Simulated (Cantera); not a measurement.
## Reactions in the system Cl-Fe-O

Cantera with NASA thermochemical tables; ideal gases at 1 bar, condensed phases pure. Values are per mole of reaction as written; species without (g) are pure solids or liquids, kept so even where they would boil at 1 bar.

3 O(g) + 2 FeCl2 → Fe2O3 + 4 Cl(g)

| T (K) | ΔH° (kJ) | ΔS° (J/K) | ΔG° (kJ) | log10 K | condensed phases |
|---|---|---|---|---|---|
| 300 | -404.0 | 28.9 | -412.7 | 71.85 | FeCl2(s), Fe2O3(s) |
| 625 | -406.9 | 21.0 | -420.0 | 35.10 | FeCl2(s), Fe2O3(s) |
| 675 | -406.5 | 21.5 | -421.1 | 32.59 | FeCl2(s), Fe2O3(s) |
| 725 | -406.0 | 22.3 | -422.2 | 30.42 | FeCl2(s), Fe2O3(s) |
| 775 | -405.3 | 23.3 | -423.3 | 28.53 | FeCl2(s), Fe2O3(s) |
| 825 | -404.4 | 24.4 | -424.5 | 26.88 | FeCl2(s), Fe2O3(s) |
| 875 | -403.5 | 25.5 | -425.8 | 25.42 | FeCl2(s), Fe2O3(s) |
| 925 | -402.6 | 26.5 | -427.1 | 24.12 | FeCl2(s), Fe2O3(s) |
| 975 | -488.8 | -64.2 | -426.1 | 22.83 | FeCl2(l), Fe2O3(s) |
| 1025 | -490.1 | -65.6 | -422.9 | 21.55 | FeCl2(l), Fe2O3(s) |
| 1075 | -491.6 | -67.0 | -419.6 | 20.39 | FeCl2(l), Fe2O3(s) |
| 1125 | -493.2 | -68.4 | -416.2 | 19.32 | FeCl2(l), Fe2O3(s) |

2 Cl2(g) + Fe2O3 → 3 O(g) + 2 FeCl2(g)

```
T (K)  ΔH° (kJ)  ΔS° (J/K)  ΔG° (kJ)  log10 K
-----  --------  ---------  --------  -------
300      1290.8      548.3    1126.4  -196.12
625      1286.3      539.8     949.0   -79.31
675      1284.6      537.1     922.1   -71.35
725      1282.6      534.3     895.3   -64.50
775      1280.4      531.3     868.6   -58.54
825      1277.9      528.2     842.2   -53.32
875      1275.4      525.2     815.8   -48.70
925      1272.8      522.3     789.6   -44.59
975      1270.4      519.8     763.6   -40.91
1025     1268.5      517.9     737.6   -37.59
1075     1266.7      516.2     711.8   -34.59
1125     1265.0      514.7     686.0   -31.85
```
